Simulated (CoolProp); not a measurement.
Vapour pressure (bar) of water: the reference equation beside estimates from Tc = 647.1 K, pc = 220.6 bar, ω = 0.344. Clausius-Clapeyron is anchored at 401.7 K with a constant enthalpy of vaporisation of 39.24 kJ/mol.

Values from CoolProp's reference Helmholtz-energy equation of state, Wagner 2002.

| T (K) | reference | Clausius-Clapeyron | van der Waals | Redlich-Kwong | Soave-Redlich-Kwong | Peng-Robinson |
|---|---|---|---|---|---|---|
| 340.5 | 0.2779 | 0.3133 | 8.596 | 0.9843 | 0.2370 | 0.2540 |
| 355.8 | 0.5274 | 0.5685 | 11.36 | 1.697 | 0.4661 | 0.4917 |
| 371.1 | 0.9422 | 0.9822 | 14.69 | 2.765 | 0.8581 | 0.8934 |
| 386.4 | 1.598 | 1.625 | 18.64 | 4.295 | 1.492 | 1.536 |
| 401.7 | 2.588 | 2.588 | 23.26 | 6.403 | 2.468 | 2.517 |
| 417 | 4.027 | 3.982 | 28.60 | 9.209 | 3.908 | 3.955 |
| 432.3 | 6.050 | 5.943 | 34.70 | 12.84 | 5.955 | 5.987 |
| 447.7 | 8.832 | 8.652 | 41.66 | 17.47 | 8.795 | 8.796 |
| 463 | 12.51 | 12.26 | 49.41 | 23.15 | 12.58 | 12.52 |

Absolute difference from the reference over all 9 rows, mean and median: Clausius-Clapeyron 3.7 and 2.0 %, van der Waals 1124.7 and 798.8 %, Redlich-Kwong 156.6 and 147.4 %, Soave-Redlich-Kwong 5.8 and 4.6 %, Peng-Robinson 3.4 and 2.7 %.
